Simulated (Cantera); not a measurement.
Feed: 1 mol trisilylamine, 0.18 mol NH₃, 22 mol H₂, at 1.40 mbar.

These are equilibrium values from Cantera (NASA tables, ideal gas, pure condensed phases), not measurements of a reactor. Candidate condensed phases: Si, Si₃N₄; 18 gas species. The feed counts by its element totals alone. Mutual solubility and eutectic melting of coexisting phases are not modelled. The tables' values for SiN are old estimates; treat these amounts as uncertain. Gases not in the tables: Si₂H₆ and higher silanes. Equilibrium is a limit: real reactors are often held back by kinetics, nucleation or transport.

log p: log10 of the partial pressure in bar; n: condensed amount in mol.

```csv
T (K),log p H₂,log p H,log p Si,log p N₂,log p SiH,log p Si₂,log p SiH₂,n Si(s),n Si₃N₄(s),n Si(l)
725,-2.85,-14.46,<-14,<-14,<-14,<-14,<-14,2.12,0.295,0
825,-2.85,-12.53,<-14,<-14,<-14,<-14,<-14,2.12,0.295,0
925,-2.85,-11.01,<-14,-12.37,<-14,<-14,-13.91,2.12,0.295,0
1025,-2.85,-9.79,<-14,-10.31,<-14,<-14,-12.57,2.12,0.295,0
1125,-2.85,-8.78,-13.15,-8.62,?,<-14,-11.48,2.12,0.295,0
1225,-2.85,-7.93,-11.46,-7.22,?,<-14,-10.56,2.12,0.294,0
1325,-2.85,-7.21,-10.03,-6.02,?,-13.54,-9.79,2.14,0.286,0
1425,-2.86,-6.59,-8.79,-5.00,?,-11.93,-9.12,2.40,0.199,0
1525,-2.86,-6.06,-7.72,-4.52,?,-10.54,-8.55,3.00,0,0
1625,-2.86,-5.58,-6.79,-4.52,?,-9.32,-8.04,3.00,0,0
1725,-2.87,-5.16,-5.99,-4.52,?,-8.32,-7.63,0,0,2.98
1825,-2.87,-4.79,-5.34,-4.52,?,-7.53,-7.32,0,0,2.90
1925,-2.88,-4.46,-4.76,-4.53,?,-6.83,-7.05,0,0,2.63
2025,-2.91,-4.17,-4.23,-4.55,?,-6.19,-6.82,0,0,1.71
```

Q: Complete the blanks.

A: 
- 1125, log p SiH: -13.18
- 1225, log p SiH: -11.78
- 1325, log p SiH: -10.59
- 1425, log p SiH: -9.57
- 1525, log p SiH: -8.69
- 1625, log p SiH: -7.92
- 1725, log p SiH: -7.27
- 1825, log p SiH: -6.75
- 1925, log p SiH: -6.29
- 2025, log p SiH: -5.88
